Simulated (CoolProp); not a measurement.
Vapour-liquid equilibrium of carbon dioxide (1) + isobutane (2) at 241.1 K; x and y are mole fractions of (1).

Computed with CoolProp (multi-fluid Helmholtz-energy mixture model, Span 1996 and Bücker 2006; pair parameters Kunz 2012).

| x | bubble pressure, mixture model (kPa) | bubble pressure, Raoult's law (kPa) | y, mixture model | y, Raoult's law |
|---|---|---|---|---|
| 0.05 | 152.3 | 106.8 | 0.725 | 0.623 |
| 0.125 | 317.8 | 203.6 | 0.872 | 0.818 |
| 0.2 | 472.8 | 300.3 | 0.916 | 0.887 |
| 0.275 | 609.1 | 397.0 | 0.937 | 0.923 |
| 0.35 | 723.4 | 493.7 | 0.949 | 0.944 |
| 0.425 | 816.4 | 590.4 | 0.957 | 0.959 |
| 0.5 | 891.8 | 687.1 | 0.962 | 0.969 |
| 0.575 | 954.9 | 783.9 | 0.966 | 0.977 |
| 0.65 | 1011 | 880.6 | 0.970 | 0.983 |
| 0.725 | 1066 | 977.3 | 0.974 | 0.988 |
| 0.8 | 1124 | 1074 | 0.979 | 0.992 |
| 0.875 | 1190 | 1171 | 0.985 | 0.995 |
| 0.95 | 1269 | 1267 | 0.993 | 0.998 |

The largest gap from Raoult's law is +57.4 % in bubble pressure, at x = 0.2. No azeotrope shows between x = 0.05 and 0.95.

Pair parameters are fitted to limited data, so mixtures are less certain than the pure fluids. With so large a gap from Raoult's law the liquid may split in two, which this calculation doesn't test in full.
